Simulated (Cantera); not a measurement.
Mixture: CH₄ : O₂ : N₂ = 1 : 2.13 : 8 (molar parts), at 3.10 bar, adiabatic and at constant pressure. Ignition delay is the time to a rise of 400 K.

Cantera simulation using GRI-Mech 3.0 (53 species, 325 reactions); the numbers are that mechanism's predictions, not measurements.

### Question
What does this change do: CH4 1 to 2.3 parts?

### Answer
```tsv
quantity	before	after
delay at 1150 K	31.1 ms	49.5 ms
delay at 1250 K	8.18 ms	12.9 ms
delay at 1350 K	2.42 ms	3.79 ms
delay at 1450 K	0.802 ms	1.21 ms
delay at 1550 K	0.296 ms	0.424 ms
delay at 1650 K	0.123 ms	0.164 ms
apparent activation energy between 1450 and 1650 K	190 kJ/mol	200 kJ/mol
```
